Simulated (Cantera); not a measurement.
Cantera run:

```python
import numpy as np
import cantera as ct

gas_names = """
    H H2 Si SiH SiH2 SiH3 SiH4 Si2 Si3
""".split()
cond_names = """
    Si(cr) Si(L)
""".split()


def load(file, names, dense=False):
    # The tables refer to 1 bar. Condensed volumes are neglected.
    table = {s.name: s for s in ct.Species.list_from_file(file)}
    out = []
    for n in names:
        d = dict(table[n].input_data)
        d["thermo"] = dict(d["thermo"], **{"reference-pressure": 1e5})
        if dense:
            d["equation-of-state"] = {"model": "constant-volume", "density": "1e6 g/cm^3"}
        out.append(ct.Species.from_dict(d))
    return out


gas = ct.Solution(thermo="ideal-gas", species=load("nasa_gas.yaml", gas_names))
cond = {s.name: ct.Solution(thermo="fixed-stoichiometry", species=[s], name=s.name)
        for s in load("nasa_condensed.yaml", cond_names, dense=True)}
atoms = {
    'Si': {'Si': 1},
    'H2': {'H': 2},
}
top_T = {}  # K; cautious upper limits of use, not melting points


def equilibrate(T, P, feed):
    n = {}
    for name, mol in feed.items():
        for a, k in atoms[name].items():
            n[a] = n.get(a, 0.0) + k * mol
    gas.TPX = T, P, n
    mass = sum(n.values()) * gas.mean_molecular_weight
    gas.equilibrate("TP")
    valid = [c for c in cond.values() if c.min_temp <= T <= top_T.get(c.name, c.max_temp)]
    mix = ct.Mixture([(gas, mass / gas.mean_molecular_weight)] + [(c, 0.0) for c in valid])
    mix.T, mix.P = T, P
    mix.equilibrate("TP", solver="vcs", rtol=1e-11, max_steps=5000)
    return mix


results = []
feed = {'Si': 1, 'H2': 3.5}  # mol
P = 480000  # Pa
for T in [1450, 1475, 1500, 1525, 1550, 1575, 1600, 1625, 1650, 1675, 1700]:
    mix = equilibrate(T, P, feed)
    results.append((T, P, feed, dict(zip(mix.species_names, mix.species_moles))))

top = {s: max(r[3][s] / sum(r[3][g] for g in gas_names) for r in results) for s in gas_names}
cols = sorted((s for s in top if top[s] > 1e-05), key=lambda s: -top[s])[:5]
seen = [c for c in cond_names if any(r[3].get(c, 0) > 1e-12 for r in results)]
print("log10 of partial pressures in bar; condensed amounts in mol")
print(f"{'T/K':>10s}" + "".join(f"{s[:9]:>10s}" for s in cols + seen))
for T, P, feed, n in results:
    ng = sum(n[g] for g in gas_names)
    print(f"{T:10.4g}" + "".join(f"{np.log10(max(n[s] / ng * P / 1e5, 1e-99)):10.3f}" for s in cols)
          + "".join(f"{n.get(c, 0):10.4g}" for c in seen))
```

It prints:

```
log10 of partial pressures in bar; condensed amounts in mol
       T/K        H2         H      SiH2    Si(cr)     Si(L)
      1450     0.681    -4.684    -5.433         1         0
      1475     0.681    -4.546    -5.285         1         0
      1500     0.681    -4.414    -5.143         1         0
      1525     0.681    -4.285    -5.006         1         0
      1550     0.681    -4.161    -4.873         1         0
      1575     0.681    -4.041    -4.744         1         0
      1600     0.681    -3.924    -4.619         1         0
      1625     0.681    -3.811    -4.499         1         0
      1650     0.681    -3.701    -4.381    0.9999         0
      1675     0.681    -3.595    -4.268    0.9999         0
      1700     0.681    -3.491    -4.167         0    0.9999
```

These are equilibrium values from Cantera (NASA tables, ideal gas, pure condensed phases), not measurements of a reactor. Gases not in the tables: Si2H6 and higher silanes.
